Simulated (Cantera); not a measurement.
Input: 1 mol SiH4, 7.6 mol N2O, equilibrated at 600 Pa.

These are equilibrium values from Cantera (NASA tables, ideal gas, pure condensed phases), not measurements of a reactor. Candidate condensed phases: H2O, Si, SiO2, Si2N2O, Si3N4; 35 gas species. The tables hold silica as quartz up to 1696 K and as liquid above; real silica turns to tridymite and cristobalite and melts near 1996 K. Kinetics and transport are ignored.

x: gas mole fraction; n: condensed amount in mol.

```json
[
 {"T (°C)": "252", "x N2": "0.667", "x H2O": "0.175", "x O2": "0.158", "x NO": "(withheld)", "x OH": "<1e-12", "n SiO2(α-quartz)": "1.00", "n SiO2(β-quartz)": "0", "n SiO2(condensed)": "0"},
 {"T (°C)": "352", "x N2": "0.667", "x H2O": "0.175", "x O2": "0.158", "x NO": "(withheld)", "x OH": "4.24e-12", "n SiO2(α-quartz)": "1.00", "n SiO2(β-quartz)": "0", "n SiO2(condensed)": "0"},
 {"T (°C)": "452", "x N2": "0.667", "x H2O": "0.175", "x O2": "0.158", "x NO": "(withheld)", "x OH": "3.11e-10", "n SiO2(α-quartz)": "1.00", "n SiO2(β-quartz)": "0", "n SiO2(condensed)": "0"},
 {"T (°C)": "552", "x N2": "0.667", "x H2O": "0.175", "x O2": "0.158", "x NO": "(withheld)", "x OH": "8.09e-9", "n SiO2(α-quartz)": "1.00", "n SiO2(β-quartz)": "0", "n SiO2(condensed)": "0"},
 {"T (°C)": "652", "x N2": "0.667", "x H2O": "0.175", "x O2": "0.158", "x NO": "(withheld)", "x OH": "1.04e-7", "n SiO2(α-quartz)": "0", "n SiO2(β-quartz)": "1.00", "n SiO2(condensed)": "0"},
 {"T (°C)": "752", "x N2": "0.667", "x H2O": "0.175", "x O2": "0.158", "x NO": "(withheld)", "x OH": "8.21e-7", "n SiO2(α-quartz)": "0", "n SiO2(β-quartz)": "1.00", "n SiO2(condensed)": "0"},
 {"T (°C)": "852", "x N2": "0.667", "x H2O": "0.175", "x O2": "0.158", "x NO": "(withheld)", "x OH": "4.47e-6", "n SiO2(α-quartz)": "0", "n SiO2(β-quartz)": "1.00", "n SiO2(condensed)": "0"},
 {"T (°C)": "952", "x N2": "0.667", "x H2O": "0.175", "x O2": "0.158", "x NO": "(withheld)", "x OH": "1.85e-5", "n SiO2(α-quartz)": "0", "n SiO2(β-quartz)": "1.00", "n SiO2(condensed)": "0"},
 {"T (°C)": "1052", "x N2": "0.666", "x H2O": "0.175", "x O2": "0.158", "x NO": "(withheld)", "x OH": "6.18e-5", "n SiO2(α-quartz)": "0", "n SiO2(β-quartz)": "1.00", "n SiO2(condensed)": "0"},
 {"T (°C)": "1152", "x N2": "0.666", "x H2O": "0.175", "x O2": "0.158", "x NO": "(withheld)", "x OH": "0.000174", "n SiO2(α-quartz)": "0", "n SiO2(β-quartz)": "1.00", "n SiO2(condensed)": "0"},
 {"T (°C)": "1252", "x N2": "0.666", "x H2O": "0.175", "x O2": "0.157", "x NO": "(withheld)", "x OH": "0.000429", "n SiO2(α-quartz)": "0", "n SiO2(β-quartz)": "1.00", "n SiO2(condensed)": "0"},
 {"T (°C)": "1352", "x N2": "0.666", "x H2O": "0.175", "x O2": "0.157", "x NO": "(withheld)", "x OH": "0.000943", "n SiO2(α-quartz)": "0", "n SiO2(β-quartz)": "1.00", "n SiO2(condensed)": "0"},
 {"T (°C)": "1452", "x N2": "0.665", "x H2O": "0.174", "x O2": "0.156", "x NO": "(withheld)", "x OH": "0.00189", "n SiO2(α-quartz)": "0", "n SiO2(β-quartz)": "0", "n SiO2(condensed)": "1.000"},
 {"T (°C)": "1552", "x N2": "0.664", "x H2O": "0.173", "x O2": "0.155", "x NO": "(withheld)", "x OH": "0.00351", "n SiO2(α-quartz)": "0", "n SiO2(β-quartz)": "0", "n SiO2(condensed)": "1.000"}
]
```

### Question
Some entries are withheld; supply them.

### Answer

- 252, x NO: 1.20e-9
- 352, x NO: 3.41e-8
- 452, x NO: 3.86e-7
- 552, x NO: 2.42e-6
- 652, x NO: 1.02e-5
- 752, x NO: 3.26e-5
- 852, x NO: 8.46e-5
- 952, x NO: 0.000188
- 1052, x NO: 0.000370
- 1152, x NO: 0.000662
- 1252, x NO: 0.00110
- 1352, x NO: 0.00171
- 1452, x NO: 0.00252
- 1552, x NO: 0.00356
